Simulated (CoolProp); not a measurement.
Properties of toluene at several states.

The numbers come from the reference Helmholtz-energy equation of state, Lemmon 2006 in CoolProp. It is a short technical equation, of lower accuracy than the large ones.

| T (K) | p (MPa) | phase | density (kg/m³) | cv (kJ/(kg K)) | speed of sound (m/s) | expansivity (1/kK) | Prandtl number |
|---|---|---|---|---|---|---|---|
| 423.2 | 1.48 | liquid | 739.3 | 1.654 | 822.6 | 1.503 | (withheld) |
| 244.7 | 16.3 | liquid | (withheld) | 1.126 | (withheld) | 0.9537 | 15.0 |
| 497 | 0.0342 | gas | 0.7667 | (withheld) | 216.1 | 2.049 | 0.717 |
| 535.9 | 2.43 | liquid | (withheld) | 1.995 | 382.3 | 3.763 | 3.19 |
| 389.4 | 9.32 | liquid | (withheld) | 1.551 | 1008 | (withheld) | 4.71 |

Complete the blanks.


- 423.2, Prandtl number: 4.19
- 244.7, density (kg/m³): 920.7
- 244.7, speed of sound (m/s): 1609
- 497, cv (kJ/(kg K)): 1.754
- 535.9, density (kg/m³): 579.9
- 389.4, density (kg/m³): 785.9
- 389.4, expansivity (1/kK): 1.210

Viscosity comes from a separate model (Avgeri 2015). Thermal conductivity comes from a separate model (Assael 2012).
